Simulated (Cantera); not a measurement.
Input: 1 mol Cu, 0.45 mol F2, 0.53 mol N2, held at 900 K and 13.3 mbar.

Equilibrium computed with Cantera from the NASA thermochemical tables; the gas is ideal and each condensed phase is pure. Candidate condensed phases: Cu, CuF2; 11 gas species. Kinetics and transport are ignored.

Base state: N2 1.000, CuF 3.67e-5, CuF2 3.00e-5 (mole fractions); condensed: Cu(s) + CuF2(s).

Question: What changes in the equilibrium state with this change: temperature from 900 K to 1148 K?

Answer: 
```csv
species,before,after
N2,1.000,0.926
CuF,3.67e-5,0.0379
CuF2,3.00e-5,0.0356
"Cu(s), mol",0.550,0.539
"CuF2(s), mol",0.450,0
"CuF2(l), mol",0,0.419
```
Mutual solubility and eutectic melting of coexisting phases are not modelled.
